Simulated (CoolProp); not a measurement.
Vapour-liquid equilibrium of n-pentane (1) + cyclohexane (2) at 49.35 °C; x and y are mole fractions of (1).

Model: multi-fluid Helmholtz-energy mixture model, Thol 2019 and Zhou 2014; pair parameters Bell 2016, in CoolProp.

```
x      bubble pressure, mixture model (MPa)  bubble pressure, Raoult's law (MPa)  y, mixture model  y, Raoult's law
-----  ------------------------------------  -----------------------------------  ----------------  ---------------
0.05                                0.04261                              0.04143             0.207            0.188
0.125                               0.05291                              0.05049             0.407            0.387
0.2                                 0.06270                              0.05954             0.538            0.524
0.275                               0.07209                              0.06859             0.631            0.626
0.35                                0.08116                              0.07765             0.702            0.704
0.425                               0.08999                              0.08670             0.759            0.765
0.5                                 0.09865                              0.09576             0.805            0.815
0.575                                0.1072                               0.1048             0.845            0.856
0.65                                 0.1157                               0.1139             0.879            0.891
0.725                                0.1242                               0.1229             0.910            0.921
0.8                                  0.1328                               0.1320             0.937            0.946
0.875                                0.1414                               0.1410             0.962            0.969
0.95                                 0.1502                               0.1501             0.985            0.988
```

The largest gap from Raoult's law is +5.3 % in bubble pressure, at x = 0.2. No azeotrope shows between x = 0.05 and 0.95.

Pair parameters are fitted to limited data, so mixtures are less certain than the pure fluids.
